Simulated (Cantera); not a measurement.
A perfectly stirred reactor is fed with C2H6 : H2 = 1 : 23 (molar parts), at 10.00 Torr; it is held at 1050 K, and followed from long to short residence time.

Detailed kinetics in Cantera: GRI-Mech 3.0 (53 species, 325 reactions). GRI-Mech 3.0 stops at C3 and has no aromatics, soot or wall deposition, so with more carbon than oxygen in the feed, carbon stays in small species such as C2H2 where larger ones or solid carbon would form. Radical loss at walls, strong at low pressure, is not modelled.

**Question.** Predict: x(C2H6) at τ = 3.10 s; x(H2) at τ = 3.10 s; x(C2H2) at τ = 3.10 s; x(H) at τ = 3.10 s; x(CH4) at τ = 3.10 s; x(C2H6) at τ = 50.0 ms; x(H2) at τ = 50.0 ms; x(C2H2) at τ = 50.0 ms; x(H) at τ = 50.0 ms; x(CH4) at τ = 50.0 ms.

**Answer.** 
```json
{
  "x(C2H6) at τ = 3.10 s": "0.0143",
  "x(H2) at τ = 3.10 s": "0.956",
  "x(C2H2) at τ = 3.10 s": "0.000387",
  "x(H) at τ = 3.10 s": "3.61e-6",
  "x(CH4) at τ = 3.10 s": "0.00704",
  "x(C2H6) at τ = 50.0 ms": "0.0414",
  "x(H2) at τ = 50.0 ms": "0.958",
  "x(C2H2) at τ = 50.0 ms": "1.99e-8",
  "x(H) at τ = 50.0 ms": "8.71e-7",
  "x(CH4) at τ = 50.0 ms": "2.57e-5"
}
```
